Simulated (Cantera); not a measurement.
A Cantera script and its output.

```python
import numpy as np
import cantera as ct

gas = ct.Solution("h2o2.yaml")
gas.TPX = 700, 39000, {'H2': 1, 'O2': 0.521, 'N2': 1.82}
flame = ct.FreeFlame(gas, width=0.077)
flame.set_refine_criteria(ratio=3, slope=0.08, curve=0.16)
flame.transport_model = "mixture-averaged"
flame.solve(loglevel=0, auto=True)
z, T = flame.grid, flame.T
thick = (T[-1] - T[0]) / np.gradient(T, z).max()
show = ['H2', 'O2', 'HO2', 'OH', 'H2O', 'O']
print(f"laminar burning velocity  {flame.velocity[0] * 100:.3f} cm/s")
print(f"burnt temperature         {T[-1]:.1f} K")
print(f"thermal thickness         {thick * 1e3:.4f} mm")
print(f"grid points               {len(z)}")
z0 = z[flame.heat_release_rate.argmax()]
print(f"{'z/mm':>9s}{'T/K':>9s}{'u/(m/s)':>9s}" + "".join(f"{s:>11s}" for s in show))
rows = []
for k in (-3, -2, -1.5, -1, -0.5, -0.25, 0, 0.25, 0.5, 1, 2, 4, 8):
    zz = z0 + k * thick
    rows.append([k * thick, np.interp(zz, z, T), np.interp(zz, z, flame.velocity),
                 *(np.interp(zz, z, flame.X[gas.species_index(s)]) for s in show)])
    print(f"{rows[-1][0] * 1e3:9.3f}{rows[-1][1]:9.1f}{rows[-1][2]:9.3f}" + "".join(f"{x:11.3e}" for x in rows[-1][3:]))
```

It prints:

```
laminar burning velocity  981.695 cm/s
burnt temperature         2541.1 K
thermal thickness         1.7290 mm
grid points               127
     z/mm      T/K  u/(m/s)         H2         O2        HO2         OH        H2O          O
   -5.187    700.0    9.817  2.993e-01  1.559e-01  1.851e-11  4.314e-17  5.797e-13  4.041e-16
   -3.458    700.0    9.817  2.993e-01  1.559e-01  6.304e-11  2.534e-14  3.945e-12  2.260e-13
   -2.594    700.0    9.817  2.993e-01  1.559e-01  3.600e-09  3.056e-12  2.353e-10  2.624e-11
   -1.729    700.0    9.817  2.993e-01  1.559e-01  3.778e-07  8.248e-10  3.007e-08  5.303e-09
   -0.865    705.3    9.882  2.981e-01  1.559e-01  8.825e-05  2.323e-05  3.262e-04  9.072e-06
   -0.432    817.4   11.328  2.762e-01  1.523e-01  7.831e-05  4.430e-04  1.142e-02  4.148e-04
    0.000   1208.8   16.231  1.470e-01  1.051e-01  3.839e-05  4.602e-03  1.082e-01  8.682e-03
    0.432   1509.7   19.968  5.549e-02  4.729e-02  1.571e-05  1.177e-02  2.078e-01  1.809e-02
    0.865   1646.6   21.597  4.919e-02  3.901e-02  1.118e-05  1.507e-02  2.226e-01  1.854e-02
    1.729   1801.8   23.376  4.963e-02  3.526e-02  8.355e-06  1.835e-02  2.319e-01  1.697e-02
    3.458   1969.5   25.229  4.849e-02  3.148e-02  6.054e-06  2.116e-02  2.435e-01  1.442e-02
    6.916   2140.9   27.056  4.505e-02  2.752e-02  4.293e-06  2.285e-02  2.575e-01  1.129e-02
   13.832   2304.0   28.736  3.947e-02  2.355e-02  3.265e-06  2.290e-02  2.731e-01  8.107e-03
```

Detailed kinetics in Cantera: the H2/O2 subset of GRI-Mech 3.0, which has no nitrogen chemistry. Burning velocities carry a grid error of a few per cent, more on coarse grids.
